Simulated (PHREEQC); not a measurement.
Make-up at 60 °C: 0.0017 mol/kgw HF, 0.00046 mol/kgw NH3 and 0.25 mol/kgw LiCl. Closed to the air; pH follows from the charge balance.

The numbers come from PHREEQC with the ion-association model, wateq4f.dat.

Each row changes one thing in this solution. This is a speciation only: nothing precipitates in the calculation.

| case | pH | ionic strength (mol/kgw) | NH3 (mol/kgw) |
|---|---|---|---|
| as made | 3.40 | 0.251 | 4.29e-9 |
| diluted 10-fold with water | 4.08 | 0.0251 | 2.42e-9 |
| temperature from 60 to 40 °C | 3.33 | 0.251 | 1.11e-9 |
| NH3 replaced by (NH4)2SiF6 at the same molality | 3.14 | 0.252 | 4.72e-9 |
| LiCl from 0.25 to 0.275 mol/kgw | 3.40 | 0.276 | 4.25e-9 |
| LiCl left out | 3.44 | 0.000837 | 6.29e-9 |
| HF left out | 8.92 | 0.250 | 0.000347 |

Some of these states are supersaturated (in Quartz (slow to form), for instance). At this temperature some constants are extrapolated from 25 °C, and those without enthalpy data are left unchanged. SiF6-2 is the database's only silicon fluoride.
